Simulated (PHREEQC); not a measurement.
**Alkaline etch or developer: speciation**

A solution holds 0.2 mol/kgw KOH and 0.0032 mol/kgw Na2SiO3, at 90 °C. Closed to the air; pH follows from the charge balance.

All values are PHREEQC results (Pitzer model, pitzer.dat), not measurements.

No solid was allowed to form.

Question: Predict the pH, activity of water.

Answer: pH 11.57; activity of water 0.993.

Question: In which forms is Si present?

Answer: H2SiO4-2 68 %, H3SiO4- 32 % of the Si.

Complexes and solids missing from the database can't appear. At this temperature some constants are extrapolated from 25 °C, and those without enthalpy data are left unchanged.
